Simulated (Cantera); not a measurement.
**Equilibrium for hydrogen reduction and annealing atmospheres: Cu₂O + H₂ + H₂O**

A closed system holds: 1 mol Cu₂O, 140 mol H₂, 4.5 mol H₂O, equilibrated at 1.00 bar.

Method: chemical equilibrium by Gibbs-energy minimisation in Cantera with the NASA 1993 tables (ideal gas, pure condensed phases). Candidate condensed phases: Cu, CuO, Cu(OH)₂, Cu₂O, H₂O; 12 gas species. Rates play no part.

```tsv
T (°C)	x H₂	x H₂O	x Cu	x H	x OH	x Cu₂	n Cu(s)	n Cu(l)
377	0.962	0.0381	<1e-12	<1e-12	<1e-12	<1e-12	2.00	0
527	0.962	0.0381	<1e-12	2.84e-12	<1e-12	<1e-12	2.00	0
677	0.962	0.0381	1.89e-12	5.46e-10	<1e-12	<1e-12	2.00	0
827	0.962	0.0381	5.95e-10	2.54e-8	4.47e-12	<1e-12	2.00	0
977	0.962	0.0381	4.64e-8	4.74e-7	1.94e-10	2.29e-12	2.00	0
1127	0.962	0.0381	1.35e-6	4.77e-6	3.75e-9	2.63e-10	0	2.00
1277	0.962	0.0381	1.86e-5	3.09e-5	4.11e-8	9.94e-9	0	2.00
1427	0.962	0.0381	0.000159	0.000144	2.95e-7	1.92e-7	0	1.98
```
x: gas mole fraction; n: condensed amount in mol.

From 377 °C to 977 °C the condensed part is Cu(s). From 1127 °C to 1427 °C the condensed part is Cu(l).
